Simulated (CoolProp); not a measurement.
Vapour-liquid equilibrium of toluene (1) + m-xylene (2) at 743 kPa; x and y are mole fractions of (1).

Values from CoolProp's multi-fluid Helmholtz-energy mixture model, Lemmon 2006 and Zhou 2012; pair parameters Bell 2016.

```csv
x,bubble temperature (°C),y at the bubble point,dew temperature at overall composition x (°C),liquid density (mol/L)
0.05,230.6,0.077,231.3,6.173
0.125,227.4,0.187,229.2,6.262
0.2,224.3,0.289,227.0,6.352
0.275,221.3,0.383,224.7,6.442
0.35,218.4,0.469,222.4,6.532
0.425,215.7,0.548,219.9,6.622
0.5,213.1,0.621,217.4,6.713
0.575,210.7,0.687,214.8,6.804
0.65,208.4,0.749,212.1,6.895
0.725,206.3,0.807,209.3,6.989
0.8,204.3,0.862,206.6,7.083
0.875,202.4,0.915,203.8,7.180
0.95,200.6,0.966,201.2,7.280
```

No azeotrope shows between x = 0.05 and 0.95.

The pair parameters rest on a limited set of measurements; away from them the model extrapolates.
